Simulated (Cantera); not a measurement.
A closed system holds: 1 mol SiHCl3, 0.88 mol CH4, 22 mol H2, equilibrated at 2400 Pa.

Equilibrium computed with Cantera from the NASA thermochemical tables; the gas is ideal and each condensed phase is pure. Candidate condensed phases: C, C6H6, C7H8, C8H18, Si, SiC; 109 gas species. The tables' values for SiCl, SiCl3 are old estimates; treat these amounts as uncertain. Gases not in the tables: Si2H6 and higher silanes. Equilibrium is a limit: real reactors are often held back by kinetics, nucleation or transport. All values below are at 2023 K.

Base state: H2 0.877, HCl 0.106, H 0.0115, SiCl2 0.00432, Cl 0.00103, Si 0.000344, SiCl 0.000160, C2H2 (acetylene) 0.000132 (mole fractions); condensed: SiC(s).

Task: What changes in the equilibrium state with this change: pressure from 2400 Pa to 5400 Pa?

Result: 
```tsv
species	before	after
H2	0.877	0.881
HCl	0.106	0.106
H	0.0115	0.00767
Cl	0.00103	0.000685
SiCl2	0.00432	0.00454
Si2C	1.04e-5	4.86e-6
Si	0.000344	0.000161
SiCl3	1.60e-5	2.53e-5
SiC(s), mol	0.873	0.873
```

Task: What changes in the equilibrium state with this change: CH4 from 0.88 to 0.99 mol?

Result: 
| species | before | after |
|---|---|---|
| H2 | 0.877 | 0.875 |
| HCl | 0.106 | 0.110 |
| H | 0.0115 | 0.0115 |
| SiCl2 | 0.00432 | 0.00191 |
| C2H2 (acetylene) | 0.000132 | 0.000781 |
| SiH2 | 1.54e-5 | 6.30e-6 |
| SiH | 3.21e-5 | 1.32e-5 |
| Si | 0.000344 | 0.000141 |
| SiC(s), mol | 0.873 | 0.943 |
| C(graphite), mol | 0 | 0.00502 |
The tables' values for SiCl are old estimates; treat these amounts as uncertain.
